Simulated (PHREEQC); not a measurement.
Synthetic water in mg/kgw, 25 °C, pH 3.23, pe 8.8:

```json
[
 {"constituent": "Na", "mg/kgw": "1710"},
 {"constituent": "K", "mg/kgw": "0.408"},
 {"constituent": "Ca", "mg/kgw": "13.9"},
 {"constituent": "Mg", "mg/kgw": "259"},
 {"constituent": "Cl", "mg/kgw": "528"},
 {"constituent": "S(6) as SO4", "mg/kgw": "4020"},
 {"constituent": "Fe(3)", "mg/kgw": "65.3"},
 {"constituent": "O(0) (dissolved oxygen)", "mg/kgw": "25"}
]
```

Valence states are taken as typed.

Model: ion-association model, wateq4f.dat, run in PHREEQC.

Task: The ionic strength comes out as 0.119 mol/kgw. What activity coefficients do K+, Cl-, FeHSO4+2, Fe(OH)2+, FeOH+2 get?

Result: K+ 0.75, Cl- 0.75, FeHSO4+2 0.35, Fe(OH)2+ 0.78, FeOH+2 0.36.

No solid was allowed to form. Examples of supersaturated solids here: Jarosite-K, Jarosite-Na. Others may be too.
